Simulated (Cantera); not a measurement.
Source: NASA polynomial tables (part measured, part estimated), evaluated in Cantera. Values are per mole of reaction as written; species without (g) are pure solids or liquids, kept so even where they would boil at 1 bar.

Question: Between 300 and 1998 K, where is each reaction favourable under standard conditions?
- 6 H(g) + N2(g) + 2 BF3(g) = 6 HF(g) + 2 BN

Answer: 
- 6 H(g) + N2(g) + 2 BF3(g) = 6 HF(g) + 2 BN: ΔG° is -1079 kJ at 300 K and -457 kJ at 1998 K; it stays negative (K > 1). ΔH° is -1232 kJ and ΔS° -388 J/K at 1998 K.
